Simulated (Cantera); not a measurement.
An adiabatic, constant-pressure homogeneous reactor starts with CH4 : CO : O2 : N2 : CO2 = 1 : 0.48 : 7 : 26.3 : 3.3 (molar parts), equivalence ratio 0.32, at 1350 K and 2700 Torr. Integrator tolerance rtol = 1e-08.

Cantera simulation using GRI-Mech 3.0 (53 species, 325 reactions); the numbers are that mechanism's predictions, not measurements.

Q: What does this change do: constant volume in place of constant pressure?

A: 
```json
[
 {"quantity": "time of steepest temperature rise", "before": "1.42 ms", "after": "1.38 ms"},
 {"quantity": "temperature at 5.00 s", "before": "1968 K", "after": "2112 K"},
 {"quantity": "equilibrium temperature", "before": "1967 K", "after": "2112 K"},
 {"quantity": "x(CH4) at 5.00 s", "before": "<1e-12 (gas-phase equilibrium <1e-12)", "after": "<1e-12 (gas-phase equilibrium <1e-12)"},
 {"quantity": "x(CO) at 5.00 s", "before": "0.000191 (gas-phase equilibrium 0.000190)", "after": "0.000490 (gas-phase equilibrium 0.000490)"},
 {"quantity": "x(O2) at 5.00 s", "before": "0.123 (gas-phase equilibrium 0.123)", "after": "0.122 (gas-phase equilibrium 0.122)"},
 {"quantity": "x(CH3) at 5.00 s", "before": "<1e-12 (gas-phase equilibrium <1e-12)", "after": "<1e-12 (gas-phase equilibrium <1e-12)"},
 {"quantity": "x(O) at 5.00 s", "before": "9.67e-5 (gas-phase equilibrium 9.58e-5)", "after": "0.000224 (gas-phase equilibrium 0.000224)"}
]
```
